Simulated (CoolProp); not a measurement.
Propylene at 570 K and 2.08 MPa flows at 0.34 m/s in a round tube of 12.7 mm bore and 1.5 µm roughness, fully developed (64/Re and Nu = 3.66 if laminar; Colebrook and Gnielinski if turbulent). Each further row changes one setting.

Model: reference Helmholtz-energy equation of state, Lemmon 2013, in CoolProp.

```tsv
case	Reynolds number	Darcy friction factor	pressure drop (Pa/m)	heat-transfer coefficient (W/(m² K))	mass flow (kg/h)
as stated	5000	0.0375	3.26	73.6	2.96
velocity 0.68 m/s	10000	0.0311	10.8	135	5.92
diameter 25.4 mm	10000	0.0310	1.35	67.2	11.8
```

Viscosity comes from a separate model (Huber 2003), an estimate that may be off by 10 % or more. Thermal conductivity comes from a separate model (Huber 2003), an estimate that may be off by 10 % or more.
